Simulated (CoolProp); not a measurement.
A single-stage vapour-compression cycle with propane: evaporating at 201.15 K (dew point), condensing at 262.15 K (bubble point), superheat 0 K, subcooling 5 K, compressor efficiency 0.8, no pressure losses. Each further row changes one setting.

Computed with CoolProp (reference Helmholtz-energy equation of state, Lemmon 2009).

```tsv
case	cooling COP	pressure ratio	discharge temperature (K)	refrigerating effect (kJ/kg)	volumetric capacity (kJ/m³)
as stated	2.15	15.4	309.5	329	190
evaporating temperature 206.15 K	…	11.5	303.5	335	254
condensing temperature 257.15 K	2.40	13.0	302.4	341	197
subcooling 10 K	2.22	15.4	309.5	341	197
superheat 10 K	2.13	15.4	320.7	…	188
compressor efficiency 0.7	…	15.4	321.6	329	190
```

Q: Complete the blanks.

A: 
- evaporating temperature 206.15 K, cooling COP: 2.45
- superheat 10 K, refrigerating effect (kJ/kg): 342
- compressor efficiency 0.7, cooling COP: 1.88
